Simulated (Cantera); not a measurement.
A closed system holds: 1 mol Ta(OEt)5, 0.57 mol CH4, 2 mol H2, 0.066 mol O2, equilibrated at 823.15 K and 173 Torr.

These are equilibrium values from Cantera (NASA tables, ideal gas, pure condensed phases), not measurements of a reactor. Candidate condensed phases: C, C6H6, C7H8, C8H18, H2O, Ta, TaC, Ta2O5; 113 gas species. The feed counts by its element totals alone. The numbers say what is thermodynamically allowed, not how fast it happens.

Base state: H2 0.729, CH4 0.114, H2O 0.0944, CO 0.0427, CO2 0.0199 (mole fractions); condensed: C(graphite) + Ta2O5(s).

### Question
What changes in the equilibrium state with this change: H2 from 2 to 55 mol?

### Answer
```
species           before    after
----------------  ------  -------
H2                 0.729    0.816
CH4                0.114    0.142
H2O               0.0944   0.0287
CO                0.0427   0.0116
CO2               0.0199  0.00148
C(graphite), mol    7.95     1.12
Ta2O5(s), mol      0.500    0.500
```

### Question
What changes in the equilibrium state with this change: temperature from 823.15 K to 2175 K?

### Answer
```tsv
species	before	after
H2	0.729	0.744
CO	0.0427	0.246
H	<1e-9	0.00878
CH4	0.114	3.53e-5
H2O	0.0944	2.60e-6
CO2	0.0199	1.66e-7
C2H2 (acetylene)	<1e-9	0.00166
C(graphite), mol	7.95	4.37
Ta2O5(s), mol	0.500	0
TaC(s), mol	0	1.00
```
TaC: taken at fixed stoichiometry. Condensed phases not in the tables: Ta2C.
